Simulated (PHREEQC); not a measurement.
Model water analysis in mg/L, 25 °C, pH 6.67, pe 9: Na 0.0407; K 7.14e-05; Ca 0.0504; Mg 0.0102; Cl 0.096; S(6) as SO4 0.0748; Alkalinity as HCO3 0.0499; Ba 0.000284; Pb 0.000547; Sr 0.00136; Zn 5.77e-05.

Cl is adjusted to close the charge balance.
Valence states are taken as typed.

All values are PHREEQC results (ion-association model, wateq4f.dat), not measurements.

```csv
quantity,before,after
HCO3- (mol/kgw),9.85e-7,2.62e-6
CO2 (mol/kgw),4.72e-7,1.25e-6
CO3-2 (mol/kgw),2.18e-10,5.85e-10
CaSO4 (mol/kgw),1.90e-10,1.67e-9
SI of Pb(OH)2 (Pb(OH)2),-3.43,-2.96
SI of Anglesite (PbSO4),-6.95,-6.01
```

Q: What was changed between the two runs?
A. all concentrations times 3 at the same typed pH
B. Pb from 0.000547 to 0.00109 mg/L
C. temperature from 25 to 75 °C at the same typed pH
D. pH from 6.67 to 7.67 at the same alkalinity

A: A, all concentrations times 3 at the same typed pH

Precipitation was switched off in this run.
